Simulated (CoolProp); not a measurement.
Saturation properties of oxygen (Tc = 154.6 K, pc = 5.046 MPa, ω = 0.022).

Model: reference Helmholtz-energy equation of state, Schmidt 1985, in CoolProp.

```json
[
 {"T (K)": "122.7", "p (MPa)": "1.192", "vapour density (kg/m³)": "45.84", "surface tension (mN/m)": "5.56"},
 {"T (K)": "125.7", "p (MPa)": "1.402", "vapour density (kg/m³)": "54.16", "surface tension (mN/m)": "4.92"},
 {"T (K)": "128.6", "p (MPa)": "1.630", "vapour density (kg/m³)": "63.41", "surface tension (mN/m)": "4.32"},
 {"T (K)": "131.5", "p (MPa)": "1.883", "vapour density (kg/m³)": "74.08", "surface tension (mN/m)": "3.74"},
 {"T (K)": "134.5", "p (MPa)": "2.174", "vapour density (kg/m³)": "86.91", "surface tension (mN/m)": "3.15"},
 {"T (K)": "137.4", "p (MPa)": "2.484", "vapour density (kg/m³)": "101.5", "surface tension (mN/m)": "2.61"},
 {"T (K)": "140.4", "p (MPa)": "2.837", "vapour density (kg/m³)": "119.3", "surface tension (mN/m)": "2.06"},
 {"T (K)": "143.3", "p (MPa)": "3.212", "vapour density (kg/m³)": "140.3", "surface tension (mN/m)": "1.56"},
 {"T (K)": "146.2", "p (MPa)": "3.622", "vapour density (kg/m³)": "166.6", "surface tension (mN/m)": "1.08"},
 {"T (K)": "149.2", "p (MPa)": "4.087", "vapour density (kg/m³)": "202.8", "surface tension (mN/m)": "0.628"},
 {"T (K)": "152.1", "p (MPa)": "4.580", "vapour density (kg/m³)": "256.4", "surface tension (mN/m)": "0.243"}
]
```

It boils at 90.2 K under 1 atm.

Surface tension comes from a separate correlation (Mulero 2012).
